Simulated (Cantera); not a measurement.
Input (Python, Cantera) and output of one run.

```python
import numpy as np
import cantera as ct

gas_names = """
    Br Br2 H HBr HO2 H2 H2O H2O2 O OH O2 O3
""".split()
cond_names = """
    Br2(cr) Br2(L) H2O(s) H2O(L)
""".split()


# ... load() reads the species with a 1 bar reference pressure and builds the phases ...
atoms = {
    'HBr': {'H': 1, 'Br': 1},
    'H2O': {'H': 2, 'O': 1},
}
top_T = {}  # K; cautious upper limits of use, not melting points


# ... equilibrate(T, P, feed) seeds the gas with the atoms and calls Mixture.equilibrate('TP', solver="vcs", rtol=1e-11, max_steps=5000) ...
results = []
feed = {'HBr': 1, 'H2O': 0.46}  # mol
T = 1323.15  # K
for P in [10, 52, 280, 1400, 7600, 40000, 210000, 1100000, 5700000, 30000000]:
    mix = equilibrate(T, P, feed)
    results.append((T, P, feed, dict(zip(mix.species_names, mix.species_moles))))

top = {s: max(r[3][s] / sum(r[3][g] for g in gas_names) for r in results) for s in gas_names}
cols = sorted((s for s in top if top[s] > 0.0001), key=lambda s: -top[s])[:7]
seen = [c for c in cond_names if any(r[3].get(c, 0) > 1e-12 for r in results)]
print("log10 of partial pressures in bar; condensed amounts in mol")
print(f"{'P/Pa':>10s}" + "".join(f"{s[:9]:>10s}" for s in cols + seen))
for T, P, feed, n in results:
    ng = sum(n[g] for g in gas_names)
    print(f"{P:10.4g}" + "".join(f"{np.log10(max(n[s] / ng * P / 1e5, 1e-99)):10.3f}" for s in cols)
          + "".join(f"{n.get(c, 0):10.4g}" for c in seen))
```

Output:

```
log10 of partial pressures in bar; condensed amounts in mol
      P/Pa       HBr       H2O        Br        H2       Br2
        10    -4.249    -4.522    -5.044    -5.345    -8.116
        52    -3.498    -3.798    -4.544    -4.843    -7.116
       280    -2.746    -3.061    -4.044    -4.338    -6.117
      1400    -2.035    -2.360    -3.575    -3.855    -5.178
      7600    -1.294    -1.623    -3.094    -3.334    -4.216
     4e+04    -0.569    -0.901    -2.642    -2.788    -3.312
   2.1e+05     0.153    -0.180    -2.219    -2.191    -2.465
   1.1e+06     0.873     0.540    -1.823    -1.542    -1.674
   5.7e+06     1.588     1.254    -1.448    -0.863    -0.923
     3e+07     2.310     1.975    -1.079    -0.158    -0.185
```

Method: chemical equilibrium by Gibbs-energy minimisation in Cantera with the NASA 1993 tables (ideal gas, pure condensed phases). The ideal-gas law is rough above about 30 bar.
